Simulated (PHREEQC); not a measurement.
0.05 mol of Zn3(PO4)2:4w (Zn3(PO4)2:4H2O) is brought to equilibrium with 1 kg of water holding 0.001 mol/kgw NaCl, at 25 °C, the pH being set by adding NaOH or HCl. Oxygen alone is held at its pressure in air (log pO2 = -0.68). No CO2 enters from the air. Only these solids could form: Zn3(PO4)2:4w, Zn(OH)2-e, Zn5(OH)8Cl2.

The numbers come from PHREEQC with the ion-association model, wateq4f.dat.

### Question
Predict dissolved Zn (mol/kgw), dissolved P (mol/kgw) at pH = 4.2, 4.6, 5.4, 6.2, 7.

### Answer
```json
[
 {"pH": "4.2", "dissolved Zn (mol/kgw)": "0.0245", "dissolved P (mol/kgw)": "0.0163"},
 {"pH": "4.6", "dissolved Zn (mol/kgw)": "0.00992", "dissolved P (mol/kgw)": "0.00661"},
 {"pH": "5.4", "dissolved Zn (mol/kgw)": "0.00186", "dissolved P (mol/kgw)": "0.00124"},
 {"pH": "6.2", "dissolved Zn (mol/kgw)": "0.000403", "dissolved P (mol/kgw)": "0.000269"},
 {"pH": "7", "dissolved Zn (mol/kgw)": "0.000107", "dissolved P (mol/kgw)": "7.12e-5"}
]
```

Species that the database lacks are ignored. H3PO4, which wateq4f.dat lacks, is added to it with the constant of phreeqc.dat. The database has no phosphate complexes of Zn.
